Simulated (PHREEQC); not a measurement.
Dissolve 0.0012 mol/kgw HF, 0.00045 mol/kgw (NH4)2SiF6, 0.038 mol/kgw H3PO4 and 0.087 mol/kgw HCl at 25 °C. Closed to the air; pH follows from the charge balance.

All values are PHREEQC results (ion-association model, phreeqc.dat), not measurements.

```json
[
 {"quantity": "pH", "before": "1.13", "after": "1.75"},
 {"quantity": "ionic strength (mol/kgw)", "before": "0.0912", "after": "0.0209"},
 {"quantity": "H2PO4- (mol/kgw)", "before": "0.00397", "after": "0.0117"},
 {"quantity": "F- (mol/kgw)", "before": "4.18e-5", "after": "0.000128"},
 {"quantity": "HF2- (mol/kgw)", "before": "5.64e-7", "after": "1.43e-6"}
]
```

Which change was made?
A) HCl from 0.087 to 0.0087 mol/kgw
B) (NH4)2SiF6 left out
C) HCl left out
D) diluted 2-fold with water
E) temperature from 25 to 45 °C

A, HCl from 0.087 to 0.0087 mol/kgw

No solid was allowed to form. Some of these states are supersaturated (in Quartz (slow to form), Chalcedony (slow to form), for instance). SiF6-2 is the database's only silicon fluoride.
